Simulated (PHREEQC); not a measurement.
Synthetic water in mg/kgw, 95 °C, pH 6.42, pe -2: Na 5740; K 763; Ca 273; Mg 981; Cl 23600; S(6) as SO4 1480; Alkalinity as HCO3 34.8; Mn(2) 21.1.

Valence states are taken as typed.

Computed with PHREEQC (ion-association model, phreeqc.dat).

Q: The ionic strength comes out as 0.560 mol/kgw. What activity coefficients do KSO4-, Mn+2, Mg+2, Na+, MnCl3- get?

A: KSO4- 0.65, Mn+2 0.20, Mg+2 0.24, Na+ 0.67, MnCl3- 0.64.

Precipitation was switched off in this run. Species that the database lacks are ignored. Constants without temperature data keep their 25 °C values here.
